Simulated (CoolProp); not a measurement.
Vapour-liquid equilibrium of C2F6 (R116) (1) + R143a (2) at 268 K; x and y are mole fractions of (1).

Values from CoolProp's multi-fluid Helmholtz-energy mixture model, Lemmon 2006 and Lemmon and Jacobsen 2000; pair parameters Bell 2016.

**Question.** Give the bubble pressure and the first vapour's composition at x = 0.55, 0.75, 0.85. Is there an azeotrope?

**Answer.** x = 0.55: 1.365 MPa, y = 0.723; x = 0.75: 1.507 MPa, y = 0.821; x = 0.85: 1.562 MPa, y = 0.880. No azeotrope shows between x = 0.05 and 0.95.

The pair parameters rest on a limited set of measurements; away from them the model extrapolates.
